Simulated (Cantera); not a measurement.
Input: 1 mol Ti, 0.17 mol C3H8, 1.1 mol H2, at 2023 K and 11.0 Pa.

Equilibrium computed with Cantera from the NASA thermochemical tables; the gas is ideal and each condensed phase is pure. Candidate condensed phases: C, C6H6, C7H8, C8H18, Ti, TiC; 77 gas species. Mutual solubility and eutectic melting of coexisting phases are not modelled. TiC: taken at fixed stoichiometry. Condensed phases not in the tables: N, O or C dissolved in the metal. The numbers say what is thermodynamically allowed, not how fast it happens.

Base state: H2 0.724, H 0.154, Ti 0.122 (mole fractions); condensed: Ti(l) + TiC(s).

What changes in the equilibrium state with this change: Ti replaced by Ti(OiPr)4?


```
species           before     after
----------------  ------  --------
H2                 0.724     0.664
CO                     0     0.187
H                  0.154     0.148
Ti                 0.122   1.08e-5
C2H2 (acetylene)   <1e-9  0.000594
Ti(l), mol         0.219         0
TiC(s), mol        0.510     1.000
C(graphite), mol       0      7.48
```
The feed counts by its element totals alone. Further candidate phases: H2O, TiO, TiO2, Ti2O3, Ti3O5, Ti4O7.
